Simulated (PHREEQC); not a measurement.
0.45 g of hydrous ferric oxide (600 m²/g; 0.2 weak and 0.005 strong sites per Fe, Dzombak-Morel constants, diffuse double layer) in 1 kg of water with 0.01 mol/kgw of an inert sodium salt and 4.3e-05 mol H3BO3, 2.7e-05 mol ZnSO4 and 1.5e-06 mol CuSO4, at 25 °C; the pH is set by adding NaOH or the inert anion's acid. Oxygen is held at 0.21 atm. The system is closed to CO2. Nothing may precipitate in this run.

Base run: PHREEQC, ion-association model, wateq4f.dat. Each further column changes one thing. The table gives S sorbed (%).

| pH | base | no electrostatic term (-no_edl) | background salt from 0.01 to 0.001 mol/kgw | oxide from 0.45 to 2.2 g/kgw | 0.0007 mol/kgw MgCl2 added |
|---|---|---|---|---|---|
| 4 | 100.0 | 0.2 | 100.0 | 100.0 | 100.0 |
| 4.5 | 99.9 | 0.2 | 100.0 | 100.0 | 99.9 |
| 5 | 99.7 | 0.2 | 99.9 | 99.9 | … |
| 6 | 93.1 | 0.2 | 97.1 | 98.8 | 91.9 |
| 6.5 | 70.4 | 0.2 | 82.3 | 92.8 | 67.4 |
| 7 | 28.4 | 0.3 | … | 64.2 | 26.8 |
| 7.5 | 5.2 | 0.3 | 7.6 | 18.7 | 6.4 |
| 8 | 0.7 | 0.3 | 0.9 | … | … |
| 9 | 0.0 | 0.2 | 0.0 | 0.0 | 0.3 |
| 9.5 | 0.0 | 0.1 | 0.0 | 0.0 | 0.1 |
| 10 | 0.0 | 0.0 | 0.0 | 0.0 | 0.0 |

Question: Some entries are withheld; supply them.

Answer: 
- 5, 0.0007 mol/kgw MgCl2 added: 99.6
- 7, background salt from 0.01 to 0.001 mol/kgw: 39.7
- 8, oxide from 0.45 to 2.2 g/kgw: 2.6
- 8, 0.0007 mol/kgw MgCl2 added: 2.0

The database's constant for dissolved Cu(OH)2 is higher than later reviews accept.
